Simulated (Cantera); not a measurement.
Input (Python, Cantera) and output of one run.

```python
import numpy as np
import cantera as ct

gas_names = """
    C CH CH2 CH3 CH4 C2 C2H C2H2,acetylene C2H2,vinylidene C2H3,vinyl C2H4 C2H5 C2H6 C3 C3H3,propargyl
    C3H4,allene C3H4,propyne C3H4,cyclo- C3H5,allyl C3H6,propylene C3H6,cyclo- C3H7,n-propyl
    C3H7,i-propyl C3H8 C4 C4H2 C4H4,1,3-cyclo- C4H6,butadiene C4H6,2-butyne C4H6,cyclo- C4H8,1-butene
    C4H8,cis2-buten C4H8,tr2-butene C4H8,isobutene C4H8,cyclo- C4H9,n-butyl C4H9,i-butyl C4H9,s-butyl
    C4H9,t-butyl C4H10,isobutane C4H10,n-butane C5 C5H6,1,3cyclo- C5H8,cyclo- C5H10,1-pentene
    C5H10,cyclo- C5H11,pentyl C5H11,t-pentyl C5H12,n-pentane C5H12,i-pentane CH3C(CH3)2CH3 C6H2
    C6H5,phenyl C6H6 C6H10,cyclo- C6H12,1-hexene C6H12,cyclo- C6H13,n-hexyl C7H7,benzyl C7H8
    C7H14,1-heptene C7H15,n-heptyl C7H16,n-heptane C8H8,styrene C8H10,ethylbenz C8H16,1-octene
    C8H17,n-octyl C8H18,isooctane C8H18,n-octane C9H19,n-nonyl C10H8,naphthale C10H21,n-decyl
    C12H9,o-bipheny C12H10,bipheny H H2 Ta
""".split()
cond_names = """
    C(gr) C6H6(L) C7H8(L) C8H18(L),n-octa Ta(cr) Ta(L) TaC(s) TaC(L)
""".split()


def load(file, names, dense=False):
    # The tables refer to 1 bar. Condensed volumes are neglected.
    table = {s.name: s for s in ct.Species.list_from_file(file)}
    out = []
    for n in names:
        d = dict(table[n].input_data)
        d["thermo"] = dict(d["thermo"], **{"reference-pressure": 1e5})
        if dense:
            d["equation-of-state"] = {"model": "constant-volume", "density": "1e6 g/cm^3"}
        out.append(ct.Species.from_dict(d))
    return out


gas = ct.Solution(thermo="ideal-gas", species=load("nasa_gas.yaml", gas_names))
cond = {s.name: ct.Solution(thermo="fixed-stoichiometry", species=[s], name=s.name)
        for s in load("nasa_condensed.yaml", cond_names, dense=True)}
atoms = {
    'Ta': {'Ta': 1},
    'CH4': {'C': 1, 'H': 4},
    'H2': {'H': 2},
}
top_T = {'C(gr)': 4500}  # K; cautious upper limits of use, not melting points


def equilibrate(T, P, feed):
    n = {}
    for name, mol in feed.items():
        for a, k in atoms[name].items():
            n[a] = n.get(a, 0.0) + k * mol
    gas.TPX = T, P, n
    mass = sum(n.values()) * gas.mean_molecular_weight
    gas.equilibrate("TP")
    valid = [c for c in cond.values() if c.min_temp <= T <= top_T.get(c.name, c.max_temp)]
    mix = ct.Mixture([(gas, mass / gas.mean_molecular_weight)] + [(c, 0.0) for c in valid])
    mix.T, mix.P = T, P
    mix.equilibrate("TP", solver="vcs", rtol=1e-11, max_steps=5000)
    return mix


results = []
T = 1023.15  # K
P = 10000  # Pa
for m in [0.24, 0.3, 0.37, 0.45, 0.54, 0.67, 0.81, 0.99, 1.2, 1.5, 1.8]:
    feed = {'Ta': 1, 'CH4': m, 'H2': 6.5}  # mol
    mix = equilibrate(T, P, feed)
    results.append((T, P, feed, dict(zip(mix.species_names, mix.species_moles))))
    x = sorted(zip(gas.X, gas.species_names), reverse=True)
    print(f"T = {T:g} K  P = {P:g} Pa  n(CH4) = {m:g} mol  gas = {mix.phase_moles(0):.4g} mol")
    print("   x: " + "  ".join(f"{s} {v:.3e}" for v, s in x if v > 1e-05))
    print("   condensed (mol): " + ("  ".join(f"{mix.phase(i).name} {mix.phase_moles(i):.4g}"
          for i in range(1, mix.n_phases) if mix.phase_moles(i) > 1e-12) or "none"))
```

It prints:

```
T = 1023.15 K  P = 10000 Pa  n(CH4) = 0.24 mol  gas = 6.98 mol
   x: H2 1.000e+00
   condensed (mol): Ta(cr) 0.76  TaC(s) 0.24
T = 1023.15 K  P = 10000 Pa  n(CH4) = 0.3 mol  gas = 7.1 mol
   x: H2 1.000e+00
   condensed (mol): Ta(cr) 0.7  TaC(s) 0.3
T = 1023.15 K  P = 10000 Pa  n(CH4) = 0.37 mol  gas = 7.24 mol
   x: H2 1.000e+00
   condensed (mol): Ta(cr) 0.63  TaC(s) 0.37
T = 1023.15 K  P = 10000 Pa  n(CH4) = 0.45 mol  gas = 7.4 mol
   x: H2 1.000e+00
   condensed (mol): Ta(cr) 0.55  TaC(s) 0.45
T = 1023.15 K  P = 10000 Pa  n(CH4) = 0.54 mol  gas = 7.58 mol
   x: H2 1.000e+00
   condensed (mol): Ta(cr) 0.46  TaC(s) 0.54
T = 1023.15 K  P = 10000 Pa  n(CH4) = 0.67 mol  gas = 7.84 mol
   x: H2 1.000e+00
   condensed (mol): Ta(cr) 0.33  TaC(s) 0.67
T = 1023.15 K  P = 10000 Pa  n(CH4) = 0.81 mol  gas = 8.12 mol
   x: H2 1.000e+00
   condensed (mol): Ta(cr) 0.19  TaC(s) 0.81
T = 1023.15 K  P = 10000 Pa  n(CH4) = 0.99 mol  gas = 8.48 mol
   x: H2 1.000e+00
   condensed (mol): Ta(cr) 0.01  TaC(s) 0.99
T = 1023.15 K  P = 10000 Pa  n(CH4) = 1.2 mol  gas = 8.835 mol
   x: H2 9.926e-01  CH4 7.380e-03
   condensed (mol): C(gr) 0.1348  TaC(s) 1
T = 1023.15 K  P = 10000 Pa  n(CH4) = 1.5 mol  gas = 9.43 mol
   x: H2 9.926e-01  CH4 7.380e-03
   condensed (mol): C(gr) 0.4304  TaC(s) 1
T = 1023.15 K  P = 10000 Pa  n(CH4) = 1.8 mol  gas = 10.03 mol
   x: H2 9.926e-01  CH4 7.380e-03
   condensed (mol): C(gr) 0.726  TaC(s) 1
```

Cantera equilibrium calculation (NASA polynomials, part measured and part estimated; ideal gas, pure solids and liquids). Mutual solubility and eutectic melting of coexisting phases are not modelled. TaC: taken at fixed stoichiometry. Condensed phases not in the tables: Ta2C, N, O or C dissolved in the metal.
